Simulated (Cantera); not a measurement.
Charge: 1 mol Si3N4, a varied amount of NF3, 4.2 mol N2, at 600 Torr.

Cantera equilibrium calculation (NASA polynomials, part measured and part estimated; ideal gas, pure solids and liquids). Candidate condensed phases: Si, Si3N4; 16 gas species. The tables' values for SiF2, SiF3 are old estimates. Kinetics and transport are ignored.

Q: What condenses at these points (T in K, n(NF3) in mol): (1823, 1.4); (1623, 2.9); (1973, 2.1); (1973, 3.7); (1773, 0.98)?

A: 
```csv
T (K),n(NF3) in mol,condensed phases,Si condensed (%)
1823,1.4,Si3N4,61.4
1623,2.9,Si3N4,25.9
1973,2.1,Si3N4,35.2
1973,3.7,gas only,0.0
1773,0.98,Si3N4,73.6
```
